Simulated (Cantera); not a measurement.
A closed system holds: 1 mol SiF₄, 23 mol O₂, 6.4 mol N₂, held at 0.00290 bar.

Method: chemical equilibrium by Gibbs-energy minimisation in Cantera with the NASA 1993 tables (ideal gas, pure condensed phases). Candidate condensed phases: Si, SiO₂, Si₂N₂O, Si₃N₄; 28 gas species. The tables hold silica as quartz up to 1696 K and as liquid above; real silica turns to tridymite and cristobalite and melts near 1996 K. The numbers say what is thermodynamically allowed, not how fast it happens.

At 1425 °C, list the 6 most abundant gas species with their mole fractions, and the condensed phases.

O₂ 0.755, N₂ 0.209, SiF₄ 0.0329, NO 0.00281, O 0.000706, F 6.14e-5. Condensed: SiO₂(condensed).
